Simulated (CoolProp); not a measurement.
Vapour-liquid equilibrium of CH2F2 (R32) (1) + fluoroethane (R161) (2) at 0.108 MPa; x and y are mole fractions of (1).

The numbers come from the multi-fluid Helmholtz-energy mixture model, Tillner-Roth 1997 and Wu 2012; pair parameters Bell 2016 in CoolProp.

```json
[
 {"x": "0.05", "bubble temperature, mixture model (K)": "235.5", "bubble temperature, Raoult's law (K)": "236.0", "y, mixture model": "0.109", "y, Raoult's law": "0.093"},
 {"x": "0.2", "bubble temperature, mixture model (K)": "232.1", "bubble temperature, Raoult's law (K)": "233.2", "y, mixture model": "0.350", "y, Raoult's law": "0.329"},
 {"x": "0.35", "bubble temperature, mixture model (K)": "229.6", "bubble temperature, Raoult's law (K)": "230.7", "y, mixture model": "0.519", "y, Raoult's law": "0.515"},
 {"x": "0.5", "bubble temperature, mixture model (K)": "227.6", "bubble temperature, Raoult's law (K)": "228.6", "y, mixture model": "0.653", "y, Raoult's law": "0.664"},
 {"x": "0.65", "bubble temperature, mixture model (K)": "225.9", "bubble temperature, Raoult's law (K)": "226.6", "y, mixture model": "0.768", "y, Raoult's law": "0.787"},
 {"x": "0.8", "bubble temperature, mixture model (K)": "224.5", "bubble temperature, Raoult's law (K)": "224.9", "y, mixture model": "0.872", "y, Raoult's law": "0.888"},
 {"x": "0.95", "bubble temperature, mixture model (K)": "223.2", "bubble temperature, Raoult's law (K)": "223.3", "y, mixture model": "0.969", "y, Raoult's law": "0.974"}
]
```

The largest gap from Raoult's law is -1.1 K in bubble temperature, at x = 0.35. No azeotrope shows between x = 0.05 and 0.95.

Pair parameters are fitted to limited data, so mixtures are less certain than the pure fluids.
